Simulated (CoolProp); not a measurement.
A simple Rankine cycle with c-C4F8 (RC318): condensing at 308.15 K, boiler at 1.26 MPa, turbine inlet 390.2 K, turbine efficiency 0.6, pump efficiency 0.7, no recuperator. Each further row changes one setting.

Model: reference Helmholtz-energy equation of state, Platzer 1990, in CoolProp. This equation is an older, rougher fit; its heat capacities, sound speeds and derivatives of the liquid may be far off and weren't checked against measurements.

```csv
case,thermal efficiency (%),net work (kJ/kg),heat in (kJ/kg),turbine exit temperature (K),volume ratio over the turbine
as stated,5.0,8.30,165,372.8,3.20
turbine inlet 410.2 K,4.9,9.01,185,393.6,3.13
condensing temperature 300.15 K,5.9,10.3,174,369.7,4.10
boiler pressure 0.882 MPa,3.5,5.93,168,379.5,2.14
turbine efficiency 0.5,4.1,6.78,165,374.5,3.21
```
